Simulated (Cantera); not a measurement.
A freely propagating, adiabatic, planar premixed flame of CH₄ : O₂ : N₂ = 1 : 1.43 : 5.37 (molar parts), equivalence ratio 1.4, unburnt at 350 K and 975 Torr; multicomponent transport, grid criteria slope 0.08 and curve 0.16, no radiation.

Cantera simulation using GRI-Mech 3.0 (53 species, 325 reactions); the numbers are that mechanism's predictions, not measurements. Burning velocities carry a grid error of a few per cent, more on coarse grids.

**Question.** Predict: laminar burning velocity; thermal thickness; peak x(C₂H); peak x(CO).

**Answer.** laminar burning velocity: 17.3 cm/s
thermal thickness: 0.776 mm
peak x(C₂H): 8.24e-7
peak x(CO): 0.0757
